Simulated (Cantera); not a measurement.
A perfectly stirred reactor is fed with CH4 : N2 = 1 : 15 (molar parts), at 0.000540 bar; it is held at 1750 K, and followed from long to short residence time.

Model: GRI-Mech 3.0 (53 species, 325 reactions), integrated in Cantera. GRI-Mech 3.0 stops at C3 and has no aromatics, soot or wall deposition, so with more carbon than oxygen in the feed, carbon stays in small species such as C2H2 where larger ones or solid carbon would form. Radical loss at walls, strong at low pressure, is not modelled.

Problem. What does this change do: temperature 1750 to 1050 K?

Solution. 
```
quantity                  before     after
----------------------  --------  --------
x(CH4) at τ = 13.0 s      0.0177    0.0625
x(H2) at τ = 13.0 s       0.0621  2.40e-10
x(C2H4) at τ = 13.0 s   0.000350    <1e-12
x(C2H) at τ = 13.0 s     3.30e-7    <1e-12
x(CH3) at τ = 13.0 s    0.000776  4.80e-10
x(CH4) at τ = 0.230 s     0.0619    0.0625
x(H2) at τ = 0.230 s    0.000393  4.09e-12
x(C2H4) at τ = 0.230 s   6.47e-5    <1e-12
x(C2H) at τ = 0.230 s   5.55e-10    <1e-12
x(CH3) at τ = 0.230 s   0.000387  8.34e-12
```

Problem. What does this change do: N2 15 to 36 parts?

Solution. 
```csv
quantity,before,after
x(CH4) at τ = 13.0 s,0.0177,0.00912
x(H2) at τ = 13.0 s,0.0621,0.0254
x(C2H4) at τ = 13.0 s,0.000350,0.000204
x(C2H) at τ = 13.0 s,3.30e-7,1.68e-7
x(CH3) at τ = 13.0 s,0.000776,0.000481
x(CH4) at τ = 0.230 s,0.0619,0.0268
x(H2) at τ = 0.230 s,0.000393,0.000112
x(C2H4) at τ = 0.230 s,6.47e-5,1.09e-5
x(C2H) at τ = 0.230 s,5.55e-10,1.58e-10
x(CH3) at τ = 0.230 s,0.000387,0.000157
```
